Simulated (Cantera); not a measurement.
## Al(CH3)3 + NH3 + N2 + H2O (aluminium nitride and oxide growth)

Input: 1 mol Al(CH3)3, 190 mol NH3, 10 mol N2, 2.7 mol H2O, equilibrated at 1575 K and 1.00 Torr.

Method: chemical equilibrium by Gibbs-energy minimisation in Cantera with the NASA 1993 tables (ideal gas, pure condensed phases). Candidate condensed phases: Al, AlN, Al2O3, C, C6H6, C7H8, C8H18, H2O; 148 gas species. The feed counts by its element totals alone. Kinetics and transport are ignored.

The x(H2) comes out as 0.730 and the x(N2) is 0.261. The x(CO) comes out as 0.00676 and the x(H) is 0.000973. The x(HCN) is 0.000708 and the x(Al) comes out as 2.82e-5. The x(HNC) is 1.51e-5, the x(C2H2 (acetylene)) is 1.32e-5 and the x(CH4) comes out as 1.20e-6. The n(AlN(s)) is 0.988 mol and the gas amount is 399.6 mol. The log10 activity of C(graphite) (absent) comes out as -0.03. The log10 activity of Al(l) (absent) comes out as -3.06.
